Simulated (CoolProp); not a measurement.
A single-stage vapour-compression cycle with the fluid: evaporating at 194.15 K (dew point), condensing at 247.15 K (bubble point), superheat 2 K, subcooling 2 K, compressor efficiency 0.9, no pressure losses. The same conditions are run with several fluids, on thermodynamics alone (safety and materials aside).

The numbers come from the reference Helmholtz-energy equation of state of each fluid (CH2F2 (R32): Tillner-Roth 1997; carbonyl sulfide: Lemmon 2006; ethane: Bücker 2006; hydrogen chloride: Thol 2018; R125: Lemmon 2005; propane: Lemmon 2009) in CoolProp.

```
fluid              cooling COP  pressure ratio  discharge temperature (K)  refrigerating effect (kJ/kg)  volumetric capacity (kJ/m³)
-----------------  -----------  --------------  -------------------------  ----------------------------  ---------------------------
CH2F2 (R32)               2.55            16.1                      360.1                           330                          214
carbonyl sulfide          2.62            13.0                      352.7                           268                          212
ethane                    2.54            7.25                      294.6                           343                         1100
hydrogen chloride         2.45            8.72                      379.9                           351                         1150
R125                      2.62            16.1                      271.2                           125                          154
propane                   2.72            14.1                      289.7                           352                          134
```
